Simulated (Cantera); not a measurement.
An isothermal, constant-pressure homogeneous reactor starts with 80.0 % NH3, 20.0 % H2, at 1525 K and 0.280 bar.

Model: the gas-phase N/H chemistry of the illustrative SiF4/NH3 mechanism in the Surface Chemkin manual (1991), integrated in Cantera. Walls and surfaces, which speed up NH3 decomposition in real reactors, are not modelled.

x: mole fraction; the columns are a selection and need not sum to one.

```json
[
 {"t (s)": "0.000400", "x NH3": "0.800", "x H2": "0.200", "x N2": "1.32e-10", "x NH": "1.64e-10", "x NH2": "1.85e-6", "x N2H2": "2.59e-10"},
 {"t (s)": "0.00102", "x NH3": "0.800", "x H2": "0.200", "x N2": "4.93e-9", "x NH": "1.09e-9", "x NH2": "4.71e-6", "x N2H2": "2.31e-9"},
 {"t (s)": "0.00261", "x NH3": "0.800", "x H2": "0.200", "x N2": "1.21e-7", "x NH": "7.04e-9", "x NH2": "1.20e-5", "x N2H2": "1.73e-8"},
 {"t (s)": "0.00666", "x NH3": "0.800", "x H2": "0.200", "x N2": "2.34e-6", "x NH": "4.11e-8", "x NH2": "2.91e-5", "x N2H2": "1.11e-7"},
 {"t (s)": "0.0170", "x NH3": "0.800", "x H2": "0.200", "x N2": "(withheld)", "x NH": "(withheld)", "x NH2": "5.15e-5", "x N2H2": "(withheld)"},
 {"t (s)": "0.0434", "x NH3": "0.799", "x H2": "0.200", "x N2": "0.000145", "x NH": "1.45e-7", "x NH2": "5.53e-5", "x N2H2": "4.27e-7"},
 {"t (s)": "0.111", "x NH3": "0.798", "x H2": "0.201", "x N2": "0.000446", "x NH": "1.45e-7", "x NH2": "5.52e-5", "x N2H2": "4.25e-7"},
 {"t (s)": "0.283", "x NH3": "0.796", "x H2": "0.203", "x N2": "0.00121", "x NH": "1.45e-7", "x NH2": "5.51e-5", "x N2H2": "4.23e-7"},
 {"t (s)": "0.722", "x NH3": "0.789", "x H2": "0.208", "x N2": "0.00314", "x NH": "1.44e-7", "x NH2": "5.47e-5", "x N2H2": "4.15e-7"},
 {"t (s)": "1.84", "x NH3": "0.771", "x H2": "0.221", "x N2": "(withheld)", "x NH": "1.43e-7", "x NH2": "5.39e-5", "x N2H2": "3.97e-7"},
 {"t (s)": "4.71", "x NH3": "0.730", "x H2": "0.250", "x N2": "0.0194", "x NH": "1.41e-7", "x NH2": "5.18e-5", "x N2H2": "3.56e-7"},
 {"t (s)": "12.0", "x NH3": "0.641", "x H2": "0.315", "x N2": "0.0441", "x NH": "1.34e-7", "x NH2": "4.70e-5", "x N2H2": "2.77e-7"},
 {"t (s)": "30.7", "x NH3": "0.484", "x H2": "0.428", "x N2": "0.0876", "x NH": "1.17e-7", "x NH2": "3.80e-5", "x N2H2": "1.65e-7"},
 {"t (s)": "78.3", "x NH3": "0.289", "x H2": "0.569", "x N2": "0.142", "x NH": "8.74e-8", "x NH2": "2.52e-5", "x N2H2": "6.53e-8"},
 {"t (s)": "200", "x NH3": "0.133", "x H2": "0.681", "x N2": "0.185", "x NH": "5.13e-8", "x NH2": "1.31e-5", "x N2H2": "1.64e-8"}
]
```

### Question
What belongs in the gaps?

### Answer

- 0.0170, x N2: 2.95e-5
- 0.0170, x NH: 1.26e-7
- 0.0170, x N2H2: 3.68e-7
- 1.84, x N2: 0.00794
